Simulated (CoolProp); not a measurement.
The numbers come from the reference Helmholtz-energy equation of state, Lemmon 2006 in CoolProp. It is a short technical equation, of lower accuracy than the large ones.

Question: For acetone, give the phase and the density (kg/m³), cp (kJ/(kg K)), isothermal compressibility (1/MPa), expansivity (1/kK) at 550 K and 141 bar; 550 K and 235 bar.

Answer: 
- 550 K and 141 bar: supercritical; density 455, cp 3.13, isothermal compressibility 0.0241, expansivity 4.56
- 550 K and 235 bar: supercritical; density 522, cp 2.80, isothermal compressibility 0.00944, expansivity 2.58
